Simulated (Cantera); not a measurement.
A perfectly stirred reactor is fed with NO : N2 = 1 : 0.32 (molar parts), at 100.0 Torr; it is held at 2000 K, and followed from long to short residence time.

Cantera simulation using GRI-Mech 3.0 (53 species, 325 reactions); the numbers are that mechanism's predictions, not measurements.

**Question.** What does this change do: pressure from 100.0 Torr to 12.0 Torr?

**Answer.** 
```
quantity                 before     after
---------------------  --------  --------
x(NO) at τ = 5.50 s       0.238     0.467
x(O) at τ = 5.50 s     0.000952   0.00214
x(O2) at τ = 5.50 s       0.259     0.144
x(N2) at τ = 5.50 s       0.502     0.387
x(N2O) at τ = 5.50 s    1.90e-5   5.31e-5
x(NO) at τ = 37.0 ms      0.748     0.756
x(O) at τ = 37.0 ms    0.000264  0.000392
x(O2) at τ = 37.0 ms    0.00424  0.000365
x(N2) at τ = 37.0 ms      0.247     0.243
x(N2O) at τ = 37.0 ms  0.000221  0.000145
```
Radical loss at walls, strong at low pressure, is not modelled.

**Question.** What does this change do: temperature 2000 to 2075 K?

**Answer.** 
| quantity | before | after |
|---|---|---|
| x(NO) at τ = 5.50 s | 0.238 | 0.138 |
| x(O) at τ = 5.50 s | 0.000952 | 0.00180 |
| x(O2) at τ = 5.50 s | 0.259 | 0.309 |
| x(N2) at τ = 5.50 s | 0.502 | 0.552 |
| x(N2O) at τ = 5.50 s | 1.90e-5 | 6.21e-6 |
| x(NO) at τ = 37.0 ms | 0.748 | 0.739 |
| x(O) at τ = 37.0 ms | 0.000264 | 0.000526 |
| x(O2) at τ = 37.0 ms | 0.00424 | 0.00861 |
| x(N2) at τ = 37.0 ms | 0.247 | 0.251 |
| x(N2O) at τ = 37.0 ms | 0.000221 | 0.000223 |

**Question.** What does this change do: N2 0.32 to 2.7 parts?

**Answer.** 
```
quantity                 before     after
---------------------  --------  --------
x(NO) at τ = 5.50 s       0.238     0.121
x(O) at τ = 5.50 s     0.000952  0.000513
x(O2) at τ = 5.50 s       0.259    0.0743
x(N2) at τ = 5.50 s       0.502     0.804
x(N2O) at τ = 5.50 s    1.90e-5   5.72e-6
x(NO) at τ = 37.0 ms      0.748     0.269
x(O) at τ = 37.0 ms    0.000264  0.000131
x(O2) at τ = 37.0 ms    0.00424  0.000575
x(N2) at τ = 37.0 ms      0.247     0.730
x(N2O) at τ = 37.0 ms  0.000221   2.99e-5
```
